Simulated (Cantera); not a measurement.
Equilibrium for boron, boron nitride and boron oxide: BCl₃ + H₂O

A closed system holds: 1 mol BCl₃, a varied amount of H₂O, at 1023.15 K and 11.0 Pa.

Equilibrium computed with Cantera from the NASA thermochemical tables; the gas is ideal and each condensed phase is pure. Candidate condensed phases: B, B₂O₃, B₃O₃H₃, H₂O; 33 gas species. The tables' values for BOCl are old estimates; treat these amounts as uncertain. Rates play no part.

From 1.2 mol H₂O to 14 mol H₂O the condensed part is B₂O₃(l). The main B-bearing gas is BCl₃ at 1.2 mol H₂O and HBO₂ at 14 mol H₂O. The share of B in condensed phases is highest at 2.6 mol H₂O (99.1 %) and lowest at 1.2 mol H₂O (72.8 %).

```json
[
 {"n(H₂O) (mol)": "1.2", "x HCl": "0.923", "x H₂O": "3.80e-7", "x BCl₃": "0.0631", "x B₃O₃Cl₃": "0.0138", "x HBO₂": "2.47e-6", "x (HBO₂)₃": "<1e-12", "x BOCl": "0.000115", "x Cl": "6.02e-5", "n B₂O₃(l)": "0.364"},
 {"n(H₂O) (mol)": "2.6", "x HCl": "0.731", "x H₂O": "0.267", "x BCl₃": "5.32e-11", "x B₃O₃Cl₃": "1.16e-11", "x HBO₂": "0.00207", "x (HBO₂)₃": "3.59e-5", "x BOCl": "1.09e-7", "x Cl": "5.15e-5", "n B₂O₃(l)": "0.496"},
 {"n(H₂O) (mol)": "4.1", "x HCl": "0.535", "x H₂O": "0.462", "x BCl₃": "9.15e-12", "x B₃O₃Cl₃": "1.99e-12", "x HBO₂": "0.00273", "x (HBO₂)₃": "8.19e-5", "x BOCl": "6.04e-8", "x Cl": "4.18e-5", "n B₂O₃(l)": "0.492"},
 {"n(H₂O) (mol)": "5.5", "x HCl": "0.428", "x H₂O": "0.569", "x BCl₃": "3.43e-12", "x B₃O₃Cl₃": "<1e-12", "x HBO₂": "0.00303", "x (HBO₂)₃": "0.000112", "x BOCl": "4.35e-8", "x Cl": "3.59e-5", "n B₂O₃(l)": "0.488"},
 {"n(H₂O) (mol)": "6.9", "x HCl": "0.357", "x H₂O": "0.640", "x BCl₃": "1.66e-12", "x B₃O₃Cl₃": "<1e-12", "x HBO₂": "0.00321", "x (HBO₂)₃": "0.000133", "x BOCl": "3.42e-8", "x Cl": "3.16e-5", "n B₂O₃(l)": "0.485"},
 {"n(H₂O) (mol)": "8.4", "x HCl": "0.303", "x H₂O": "0.694", "x BCl₃": "<1e-12", "x B₃O₃Cl₃": "<1e-12", "x HBO₂": "0.00334", "x (HBO₂)₃": "0.000151", "x BOCl": "2.79e-8", "x Cl": "2.81e-5", "n B₂O₃(l)": "0.481"},
 {"n(H₂O) (mol)": "9.8", "x HCl": "0.265", "x H₂O": "0.731", "x BCl₃": "<1e-12", "x B₃O₃Cl₃": "<1e-12", "x HBO₂": "0.00343", "x (HBO₂)₃": "0.000163", "x BOCl": "2.38e-8", "x Cl": "2.55e-5", "n B₂O₃(l)": "0.478"},
 {"n(H₂O) (mol)": "11", "x HCl": "0.240", "x H₂O": "0.757", "x BCl₃": "<1e-12", "x B₃O₃Cl₃": "<1e-12", "x HBO₂": "0.00349", "x (HBO₂)₃": "0.000172", "x BOCl": "2.11e-8", "x Cl": "2.36e-5", "n B₂O₃(l)": "0.475"},
 {"n(H₂O) (mol)": "13", "x HCl": "0.207", "x H₂O": "0.790", "x BCl₃": "<1e-12", "x B₃O₃Cl₃": "<1e-12", "x HBO₂": "0.00357", "x (HBO₂)₃": "0.000183", "x BOCl": "1.78e-8", "x Cl": "2.11e-5", "n B₂O₃(l)": "0.470"},
 {"n(H₂O) (mol)": "14", "x HCl": "0.193", "x H₂O": "0.803", "x BCl₃": "<1e-12", "x B₃O₃Cl₃": "<1e-12", "x HBO₂": "0.00360", "x (HBO₂)₃": "0.000188", "x BOCl": "1.65e-8", "x Cl": "2.00e-5", "n B₂O₃(l)": "0.468"}
]
```
x: gas mole fraction; n: condensed amount in mol.
